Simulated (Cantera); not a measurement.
**Low-pressure radical oxidation in H2/O2**

An isothermal, constant-pressure homogeneous reactor starts with H2 : O2 : N2 = 0.27 : 1 : 2.4 (molar parts), equivalence ratio 0.14, at 1075 K and 0.0109 atm.

Computed with Cantera and GRI-Mech 3.0 (53 species, 325 reactions). Radical loss at walls, strong at low pressure, is not modelled. The temperature is held fixed by assumption; the heat of reaction is taken as removed at once.

```csv
t (s),x H2,x O2,x HO2,x N2O,x NO
0.000200,0.0736,0.272,2.16e-10,<1e-12,<1e-12
0.000928,0.0736,0.272,1.02e-9,<1e-12,<1e-12
0.00431,0.0736,0.272,6.99e-8,<1e-12,<1e-12
0.0200,0.00288,0.235,1.95e-6,2.17e-9,5.24e-7
0.0928,0.000997,0.242,1.88e-6,3.83e-9,1.40e-6
0.431,4.97e-5,0.244,7.02e-7,6.76e-9,1.47e-6
2.00,2.22e-6,0.245,7.31e-8,7.92e-9,1.47e-6
9.28,2.20e-7,0.245,9.04e-9,8.30e-9,1.47e-6
43.1,3.35e-8,0.245,1.64e-9,8.42e-9,1.47e-6
200,6.27e-9,0.245,6.42e-10,8.13e-9,1.47e-6
```
x: mole fraction; the columns are a selection and need not sum to one.

Equilibrium at this temperature and pressure: H2 1.04e-9, O2 0.245, HO2 9.02e-10, N2O 5.07e-10, NO 6.79e-5 (gas phase only).
